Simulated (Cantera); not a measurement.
An adiabatic, constant-volume homogeneous reactor starts with 3.12 % CH4, 0.374 % C2H6, 11.8 % O2, 84.7 % N2, at 1300 K and 1.01 bar.

Cantera simulation using GRI-Mech 3.0 (53 species, 325 reactions); the numbers are that mechanism's predictions, not measurements.

x: mole fraction; the columns are a selection and need not sum to one.

```csv
t (s),T (K),P (bar),x CH4,x C2H6,x O2,x NO,x O
9.00e-6,1300,1.01,0.0312,0.00374,0.118,<1e-12,6.04e-10
2.16e-5,1300,1.01,0.0312,0.00374,0.118,<1e-12,1.73e-9
5.20e-5,1300,1.01,0.0312,0.00374,0.118,<1e-12,4.69e-9
0.000125,1300,1.01,0.0312,0.00373,0.118,<1e-12,1.36e-8
0.000300,1300,1.01,0.0311,0.00371,0.118,<1e-12,5.41e-8
0.000721,1301,1.01,0.0309,0.00360,0.118,<1e-12,2.86e-7
0.00173,1347,1.05,(withheld),(withheld),0.112,3.19e-11,(withheld)
0.00416,2293,1.79,<1e-12,<1e-12,0.0419,0.000261,0.000732
0.00999,2292,1.79,<1e-12,<1e-12,0.0416,0.000756,0.000725
0.0240,2289,1.79,<1e-12,<1e-12,0.0411,(withheld),0.000709
0.0577,2284,1.79,<1e-12,<1e-12,0.0402,0.00368,0.000683
0.139,2279,1.78,<1e-12,<1e-12,0.0392,0.00574,0.000655
0.333,2277,1.78,<1e-12,<1e-12,0.0388,0.00660,0.000643
0.800,2277,1.78,<1e-12,<1e-12,0.0387,0.00665,0.000642
```

Task: Fill in the missing entries.

Result: 
- 0.00173, x CH4: 0.0258
- 0.00173, x C2H6: 0.00211
- 0.00173, x O: 5.58e-6
- 0.0240, x NO: 0.00181
